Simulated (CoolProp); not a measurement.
Carbonyl sulfide along the isotherm 226.5 K: Z from the reference equation and from simpler models built on Tc = 378.8 K, pc = 6.369 MPa, ω = 0.098; each cubic takes its own stable root.

The numbers come from the reference Helmholtz-energy equation of state, Lemmon 2006 in CoolProp. It is a short technical equation, of lower accuracy than the large ones.

```json
[
 {"p (MPa)": "1.99", "phase": "liquid", "reference": "0.05427", "van der Waals": "0.08417", "Soave-Redlich-Kwong": "0.05710", "Peng-Robinson": "0.05060"},
 {"p (MPa)": "3.98", "phase": "liquid", "reference": "0.1083", "van der Waals": "0.1671", "Soave-Redlich-Kwong": "0.1138", "Peng-Robinson": "0.1009"},
 {"p (MPa)": "5.97", "phase": "liquid", "reference": "0.1620", "van der Waals": "0.2491", "Soave-Redlich-Kwong": "0.1701", "Peng-Robinson": "0.1509"},
 {"p (MPa)": "7.96", "phase": "liquid", "reference": "0.2154", "van der Waals": "0.3301", "Soave-Redlich-Kwong": "0.2261", "Peng-Robinson": "0.2007"},
 {"p (MPa)": "9.95", "phase": "liquid", "reference": "0.2686", "van der Waals": "0.4102", "Soave-Redlich-Kwong": "0.2817", "Peng-Robinson": "0.2501"},
 {"p (MPa)": "11.9", "phase": "liquid", "reference": "0.3205", "van der Waals": "0.4881", "Soave-Redlich-Kwong": "0.3360", "Peng-Robinson": "0.2984"},
 {"p (MPa)": "13.9", "phase": "liquid", "reference": "0.3734", "van der Waals": "0.5673", "Soave-Redlich-Kwong": "0.3913", "Peng-Robinson": "0.3477"},
 {"p (MPa)": "15.9", "phase": "liquid", "reference": "0.4262", "van der Waals": "0.6459", "Soave-Redlich-Kwong": "0.4463", "Peng-Robinson": "0.3968"}
]
```
